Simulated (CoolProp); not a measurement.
Vapour-liquid equilibrium of neopentane (1) + n-pentane (2) at 0.412 MPa; x and y are mole fractions of (1).

Model: multi-fluid Helmholtz-energy mixture model, Lemmon 2006 and Thol 2019; pair parameters Bell 2016, in CoolProp.

### Question
Give the bubble temperature and the first vapour's composition at x = 0.2, 0.275, 0.8. Is there an azeotrope?

### Answer
x = 0.2: 350.4 K, y = 0.317; x = 0.275: 347.9 K, y = 0.415; x = 0.8: 333.3 K, y = 0.884. No azeotrope shows between x = 0.05 and 0.95.

The pair parameters rest on a limited set of measurements; away from them the model extrapolates.
